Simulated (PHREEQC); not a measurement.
A column of 1 m (30 cells, dispersivity 0.08 m, 60 s a shift, diffusion coefficient 3e-10 m²/s) holds 0.043 eq of the database's cation exchanger X per kg of pore water, first in equilibrium with 0.056 mol/kgw (NH4)2SO4 and 1e-05 mol/kgw HCl. It is flushed with 0.038 mol MgSO4 and 1e-05 mol HCl per kg of water, at 25 °C. Values are for the last cell. CO2 from the air is kept out. Precipitation was switched off in this run.

All values are PHREEQC results (ion-association model, phreeqc.dat), not measurements.

**Question.** Predict Mg in solution (mol/kgw), NH4 in solution (mol/kgw), MgX2 on the exchanger (mol/kgw) at pore volumes = 0.2833, 2.817, 3.083, 3.483.

**Answer.** 
```tsv
pore volumes	Mg in solution (mol/kgw)	NH4 in solution (mol/kgw)	MgX2 on the exchanger (mol/kgw)
0.2833	8.67e-7	0.112	2.35e-7
2.817	0.0361	0.00381	0.0205
3.083	0.0369	0.00224	0.0209
3.483	0.0375	0.000990	0.0212
```

Complexes and solids missing from the database can't appear.
